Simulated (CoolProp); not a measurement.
Properties of sulfur hexafluoride along the isotherm 355.7 K.

Values from CoolProp's reference Helmholtz-energy equation of state, Guder 2009.

```tsv
p (bar)	phase	Joule-Thomson coefficient (K/MPa)	Prandtl number
20.9	gas	6.643	0.816
41.7	supercritical	7.699	0.986
62.6	supercritical	6.603	1.62
83.4	supercritical	2.960	1.94
104	supercritical	1.556	1.93
125	supercritical	0.9542	1.95
146	supercritical	0.6316	1.97
167	supercritical	0.4305	2.01
188	supercritical	0.2928	2.04
```

Viscosity comes from a separate model (Quiñones-Cisneros 2012). Thermal conductivity comes from a separate model (Assael 2012).
